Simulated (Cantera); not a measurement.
Input (Python, Cantera):

```python
import numpy as np
import cantera as ct

gas = ct.Solution("gri30.yaml")
gas.TPX = 650, 1600000, {'C3H8': 1, 'O2': 4.55, 'N2': 20}
inlet = ct.Reservoir(gas, clone=True)
gas.equilibrate("HP")  # start burning
reactor = ct.IdealGasConstPressureReactor(gas, energy="on", clone=False)
exhaust = ct.Reservoir(gas, clone=True)
tau = [0.028, 0.015, 0.0075, 0.0039, 0.002, 0.001, 0.00054, 0.00028, 0.00014, 7.4e-05, 3.8e-05, 2e-05, 1e-05][0]
for a, b in ((inlet, reactor), (reactor, exhaust)):
    ct.MassFlowController(a, b, mdot=lambda t: reactor.mass / tau)
net = ct.ReactorNet([reactor])
show = ['C3H8', 'O2', 'CO2', 'NO', 'N2O']

rows = []
print(f"{'tau/s':>10s}{'T/K':>9s}" + "".join(f"{s:>11s}" for s in show))
for tau in [0.028, 0.015, 0.0075, 0.0039, 0.002, 0.001, 0.00054, 0.00028, 0.00014, 7.4e-05, 3.8e-05, 2e-05, 1e-05]:
    net.initial_time = 0.0
    net.advance(30 * tau)
    before = gas.X
    net.advance(40 * tau)
    drift = np.max(np.abs(gas.X - before) / (gas.X + 1e-9))
    rows.append([gas.T, *gas[show].X, drift])
    print(f"{tau:10.3e}{gas.T:9.1f}" + "".join(f"{x:11.3e}" for x in gas[show].X))
```

It prints:

```
     tau/s      T/K       C3H8         O2        CO2         NO        N2O
 2.800e-02   2373.1  7.976e-08  3.199e-04  8.382e-02  5.456e-04  1.429e-07
 1.500e-02   2371.2  1.445e-07  4.017e-04  8.367e-02  5.408e-04  1.583e-07
 7.500e-03   2367.7  2.754e-07  5.519e-04  8.339e-02  5.361e-04  1.844e-07
 3.900e-03   2362.6  4.976e-07  7.777e-04  8.298e-02  5.321e-04  2.194e-07
 2.000e-03   2355.1  8.956e-07  1.128e-03  8.236e-02  5.264e-04  2.658e-07
 1.000e-03   2344.2  1.623e-06  1.665e-03  8.142e-02  5.151e-04  3.234e-07
 5.400e-04   2331.1  2.722e-06  2.338e-03  8.028e-02  4.973e-04  3.792e-07
 2.800e-04   2312.9  4.691e-06  3.319e-03  7.866e-02  4.676e-04  4.380e-07
 1.400e-04   2287.9  8.324e-06  4.737e-03  7.637e-02  4.219e-04  4.924e-07
 7.400e-05   2258.3  1.426e-05  6.519e-03  7.358e-02  3.661e-04  5.293e-07
 3.800e-05   2218.1  2.590e-05  9.150e-03  6.959e-02  2.935e-04  5.490e-07
 2.000e-05   2163.6  5.019e-05  1.317e-02  6.375e-02  2.071e-04  5.413e-07
 1.000e-05    650.0  3.914e-02  1.781e-01 -1.498e-15 -4.406e-19 -1.614e-20
```

Computed with Cantera and GRI-Mech 3.0 (53 species, 325 reactions). GRI-Mech 3.0 was tuned for natural gas; its chemistry of propane as a main component is partial and can be far from experiment. The pressure lies above the range GRI-Mech 3.0 was tuned for (to about 10 atm).
